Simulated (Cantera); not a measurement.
Charge: 1 mol HCl, 0.93 mol H2, at 3102 °C and 2900000 Pa.

Cantera equilibrium calculation (NASA polynomials, part measured and part estimated; ideal gas, pure solids and liquids). Equilibrium is a limit: real reactors are often held back by kinetics, nucleation or transport.

Base state: HCl 0.457, H2 0.451, H 0.0549, Cl 0.0371, Cl2 0.000139 (mole fractions); condensed: gas only.

### Question
What changes in the equilibrium state with this change: HCl replaced by N2O?

### Answer
```
species    before    after
-------  --------  -------
N2              0    0.468
H2O             0    0.350
H2          0.451   0.0583
HCl         0.457        0
OH              0   0.0509
Cl         0.0371        0
O2              0   0.0237
NO              0   0.0185
O               0   0.0102
H          0.0549   0.0197
Cl2      0.000139        0
HO2             0  6.58e-5
NO2             0  1.54e-5
```
Further candidate phases: H2O.
